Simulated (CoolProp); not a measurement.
Properties of normal hydrogen along the isotherm 25.7 K (Tc = 33.1 K, pc = 1.296 MPa, ω = -0.219).

The numbers come from the reference Helmholtz-energy equation of state, Leachman 2009 in CoolProp.

```json
[
 {"p (MPa)": "0.499", "phase": "liquid", "cv (kJ/(kg K))": "5.997", "expansivity (1/kK)": "27.96", "Prandtl number": "1.23"},
 {"p (MPa)": "0.997", "phase": "liquid", "cv (kJ/(kg K))": "6.001", "expansivity (1/kK)": "24.48", "Prandtl number": "1.20"},
 {"p (MPa)": "1.5", "phase": "liquid", "cv (kJ/(kg K))": "6.007", "expansivity (1/kK)": "(withheld)", "Prandtl number": "1.19"},
 {"p (MPa)": "1.99", "phase": "liquid", "cv (kJ/(kg K))": "6.014", "expansivity (1/kK)": "20.08", "Prandtl number": "1.18"},
 {"p (MPa)": "2.49", "phase": "liquid", "cv (kJ/(kg K))": "6.021", "expansivity (1/kK)": "18.56", "Prandtl number": "1.17"},
 {"p (MPa)": "2.99", "phase": "liquid", "cv (kJ/(kg K))": "6.028", "expansivity (1/kK)": "17.31", "Prandtl number": "1.16"},
 {"p (MPa)": "3.49", "phase": "liquid", "cv (kJ/(kg K))": "6.034", "expansivity (1/kK)": "16.26", "Prandtl number": "1.16"},
 {"p (MPa)": "3.99", "phase": "liquid", "cv (kJ/(kg K))": "6.039", "expansivity (1/kK)": "15.37", "Prandtl number": "1.16"},
 {"p (MPa)": "4.49", "phase": "liquid", "cv (kJ/(kg K))": "(withheld)", "expansivity (1/kK)": "14.59", "Prandtl number": "1.17"},
 {"p (MPa)": "4.99", "phase": "liquid", "cv (kJ/(kg K))": "6.048", "expansivity (1/kK)": "13.91", "Prandtl number": "1.17"},
 {"p (MPa)": "5.48", "phase": "liquid", "cv (kJ/(kg K))": "6.051", "expansivity (1/kK)": "13.32", "Prandtl number": "1.17"},
 {"p (MPa)": "5.98", "phase": "liquid", "cv (kJ/(kg K))": "6.054", "expansivity (1/kK)": "12.78", "Prandtl number": "1.18"},
 {"p (MPa)": "6.48", "phase": "liquid", "cv (kJ/(kg K))": "6.056", "expansivity (1/kK)": "(withheld)", "Prandtl number": "1.18"}
]
```

Question: What belongs in the gaps?

Answer: 
- 1.5, expansivity (1/kK): 21.96
- 4.49, cv (kJ/(kg K)): 6.044
- 6.48, expansivity (1/kK): 12.29

Viscosity comes from a separate model (Muzny 2013). Thermal conductivity comes from a separate model (Assael 2011).
